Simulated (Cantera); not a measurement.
## Adiabatic ignition

An adiabatic, constant-volume homogeneous reactor starts with 3.94 % C2H4, 19.4 % O2, 72.9 % N2, 3.74 % H2O, equivalence ratio 0.61, at 1823 K and 10.0 bar.

Model: GRI-Mech 3.0 (53 species, 325 reactions), integrated in Cantera. GRI-Mech 3.0 was tuned for natural gas; its chemistry of ethylene as a main component is partial and can be far from experiment. Above 3000 K some thermodynamic fits are extrapolated.

```
t (s)     T (K)  P (bar)  x C2H4    x O2   x H2O    x CH2O  x C2H6    x HCO
--------  -----  -------  ------  ------  ------  --------  ------  -------
2.00e-6    2689     15.4  <1e-12  0.0871  0.0892   2.72e-9  <1e-12  3.30e-7
7.23e-6    3038     17.1  <1e-12  0.0758  0.0968  5.94e-10  <1e-12  7.07e-8
2.62e-5    3030     17.0  <1e-12  0.0729  0.0972  5.80e-10  <1e-12  6.79e-8
9.46e-5    3012     16.9  <1e-12  0.0675  0.0980  5.61e-10  <1e-12  6.40e-8
0.000342   3004     16.9  <1e-12  0.0651  0.0983  5.53e-10  <1e-12  6.22e-8
0.00124    3004     16.9  <1e-12  0.0650  0.0983  5.53e-10  <1e-12  6.22e-8
0.00447    3004     16.9  <1e-12  0.0650  0.0983  5.53e-10  <1e-12  6.22e-8
0.0162     3004     16.9  <1e-12  0.0650  0.0983  5.53e-10  <1e-12  6.22e-8
0.0585     3004     16.9  <1e-12  0.0650  0.0983  5.53e-10  <1e-12  6.22e-8
0.211      3004     16.9  <1e-12  0.0650  0.0983  5.53e-10  <1e-12  6.22e-8
0.765      3004     16.9  <1e-12  0.0650  0.0983  5.53e-10  <1e-12  6.22e-8
2.77       3004     16.9  <1e-12  0.0650  0.0983  5.53e-10  <1e-12  6.22e-8
10.0       3004     16.9  <1e-12  0.0650  0.0983  5.53e-10  <1e-12  6.22e-8
```
x: mole fraction; the columns are a selection and need not sum to one.

The time of steepest temperature rise is 1.49 µs, the temperature at 10.0 s is 3004 K and the equilibrium temperature is 3004 K. The x(C2H4) at 10.0 s is <1e-12 (gas-phase equilibrium <1e-12), the x(O2) at 10.0 s is 0.0650 (gas-phase equilibrium 0.0650) and the x(H2O) at 10.0 s is 0.0983 (gas-phase equilibrium 0.0983).
